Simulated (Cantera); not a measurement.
Feed: 1 mol B2H6, 13 mol H2O, 9.4 mol H2, held at 1723.15 K and 150 Pa.

These are equilibrium values from Cantera (NASA tables, ideal gas, pure condensed phases), not measurements of a reactor. Candidate condensed phases: B, B2O3, B3O3H3, H2O; 23 gas species. The feed counts by its element totals alone. The numbers say what is thermodynamically allowed, not how fast it happens.

Base state: H2 0.580, H2O 0.341, HBO2 0.0733, H 0.00359, B2O3 0.000993, HBO 0.000227, OH 0.000116, BO2 3.03e-5 (mole fractions); condensed: gas only.

Question: What changes in the equilibrium state with this change: pressure from 150 Pa to 13300 Pa?

Answer: 
| species | before | after |
|---|---|---|
| H2 | 0.580 | 0.583 |
| H2O | 0.341 | 0.342 |
| HBO2 | 0.0733 | 0.0735 |
| H | 0.00359 | 0.000382 |
| OH | 0.000116 | 1.23e-5 |
| BO2 | 3.03e-5 | 3.22e-6 |
| BO | 2.73e-5 | 2.90e-6 |
| HBO | 0.000227 | 0.000228 |

Question: What changes in the equilibrium state with this change: temperature from 1723.15 K to 948.15 K?

Answer: 
```csv
species,before,after
H2,0.580,0.606
H2O,0.341,0.393
(HBO2)3,1.05e-9,0.000350
HBO2,0.0733,0.000135
B2O3,0.000993,<1e-9
H,0.00359,1.06e-8
HBO,0.000227,<1e-9
OH,0.000116,<1e-9
"B2O3(l), mol",0,0.985
```
Gases not in the tables: H3BO3.

Question: What changes in the equilibrium state with this change: temperature from 1723.15 K to 2448 K?

Answer: 
```json
[
 {"species": "H2", "before": "0.580", "after": "0.356"},
 {"species": "H", "before": "0.00359", "after": "0.307"},
 {"species": "H2O", "before": "0.341", "after": "0.216"},
 {"species": "O", "before": "5.70e-7", "after": "0.0208"},
 {"species": "BO", "before": "2.73e-5", "after": "0.0107"},
 {"species": "OH", "before": "0.000116", "after": "0.0363"},
 {"species": "HBO2", "before": "0.0733", "after": "0.0380"},
 {"species": "O2", "before": "1.50e-7", "after": "0.00520"},
 {"species": "BO2", "before": "3.03e-5", "after": "0.00767"},
 {"species": "HBO", "before": "0.000227", "after": "0.00124"}
]
```
